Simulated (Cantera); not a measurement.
A perfectly stirred reactor is fed with CO : H2 : O2 : N2 = 1 : 0.32 : 1.12 : 8.6 (molar parts), equivalence ratio 0.59, at 84000 Pa; it is adiabatic with a 700 K inlet, and is followed from long to short residence time, starting on the burning branch (τ in s: 0.12, 0.048, 0.02, 0.0082, 0.0034, 0.0014, 0.00058, 0.00024, 0.0001, 4.1e-05, 1.7e-05).

Detailed kinetics in Cantera: GRI-Mech 3.0 (53 species, 325 reactions).

x: mole fraction; the columns are a selection and need not sum to one.

```json
[
 {"τ (s)": "0.12", "T (K)": "1651", "x CO": "0.00155", "x H2": "0.000123", "x O2": "0.0447", "x H2O2": "…", "x NO": "2.37e-5"},
 {"τ (s)": "0.048", "T (K)": "1638", "x CO": "0.00274", "x H2": "0.000216", "x O2": "0.0451", "x H2O2": "…", "x NO": "1.89e-5"},
 {"τ (s)": "0.020", "T (K)": "1618", "x CO": "0.00458", "x H2": "0.000360", "x O2": "0.0458", "x H2O2": "…", "x NO": "1.63e-5"},
 {"τ (s)": "0.0082", "T (K)": "1585", "x CO": "0.00753", "x H2": "0.000583", "x O2": "0.0470", "x H2O2": "…", "x NO": "1.57e-5"},
 {"τ (s)": "0.0034", "T (K)": "1535", "x CO": "0.0120", "x H2": "0.000891", "x O2": "0.0489", "x H2O2": "…", "x NO": "1.58e-5"},
 {"τ (s)": "0.0014", "T (K)": "1456", "x CO": "0.0194", "x H2": "0.00130", "x O2": "0.0523", "x H2O2": "…", "x NO": "1.40e-5"},
 {"τ (s)": "0.00058", "T (K)": "1318", "x CO": "0.0356", "x H2": "0.00203", "x O2": "0.0605", "x H2O2": "…", "x NO": "6.66e-6"},
 {"τ (s)": "0.00024", "T (K)": "700", "x CO": "0.0906", "x H2": "0.0290", "x O2": "0.101", "x H2O2": "<1e-12", "x NO": "<1e-12"},
 {"τ (s)": "0.00010", "T (K)": "700", "x CO": "0.0906", "x H2": "0.0290", "x O2": "0.101", "x H2O2": "<1e-12", "x NO": "<1e-12"},
 {"τ (s)": "4.1e-5", "T (K)": "700", "x CO": "0.0906", "x H2": "0.0290", "x O2": "0.101", "x H2O2": "<1e-12", "x NO": "<1e-12"},
 {"τ (s)": "1.7e-5", "T (K)": "700", "x CO": "0.0906", "x H2": "0.0290", "x O2": "0.101", "x H2O2": "<1e-12", "x NO": "<1e-12"}
]
```

Q: Complete the blanks.

A: 
- 0.12, x H2O2: 5.99e-8
- 0.048, x H2O2: 9.13e-8
- 0.020, x H2O2: 1.37e-7
- 0.0082, x H2O2: 2.12e-7
- 0.0034, x H2O2: 3.39e-7
- 0.0014, x H2O2: 5.76e-7
- 0.00058, x H2O2: 1.09e-6
